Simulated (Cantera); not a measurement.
An isothermal, constant-pressure homogeneous reactor starts with 1.23 % CH₄, 94.6 % N₂, 4.18 % H₂O, at 1450 K and 0.00148 atm.

Model: GRI-Mech 3.0 (53 species, 325 reactions), integrated in Cantera. Radical loss at walls, strong at low pressure, is not modelled.

x: mole fraction; the columns are a selection and need not sum to one.

```csv
t (s),x CH₄,x H,x HCN,x C₂H₂,x C₂H,x C₂H₄,x CH₂
1.00e-6,0.0123,2.60e-12,<1e-12,<1e-12,<1e-12,<1e-12,<1e-12
4.64e-6,0.0123,1.20e-11,<1e-12,<1e-12,<1e-12,<1e-12,<1e-12
2.15e-5,0.0123,5.57e-11,<1e-12,<1e-12,<1e-12,<1e-12,<1e-12
0.000100,0.0123,2.55e-10,<1e-12,<1e-12,<1e-12,<1e-12,<1e-12
0.000464,0.0123,1.11e-9,<1e-12,<1e-12,<1e-12,<1e-12,<1e-12
0.00215,0.0123,3.90e-9,<1e-12,<1e-12,<1e-12,<1e-12,<1e-12
0.0100,0.0123,7.04e-9,<1e-12,<1e-12,<1e-12,<1e-12,<1e-12
0.0464,0.0123,7.24e-9,<1e-12,<1e-12,<1e-12,3.44e-12,<1e-12
0.215,0.0123,7.27e-9,<1e-12,1.62e-12,<1e-12,3.84e-10,4.23e-12
1.00,0.0123,7.96e-9,<1e-12,7.76e-10,<1e-12,3.86e-8,8.31e-11
4.64,0.0123,2.35e-8,<1e-12,…,<1e-12,3.56e-6,1.70e-9
21.5,0.0116,5.18e-7,4.23e-10,…,7.07e-11,0.000167,2.25e-8
100,0.00627,5.23e-6,5.18e-8,…,2.12e-9,0.000104,2.87e-8
```

Q: Complete the blanks.

A: 
- 4.64, x C₂H₂: 3.65e-7
- 21.5, x C₂H₂: 0.000133
- 100, x C₂H₂: 0.00274
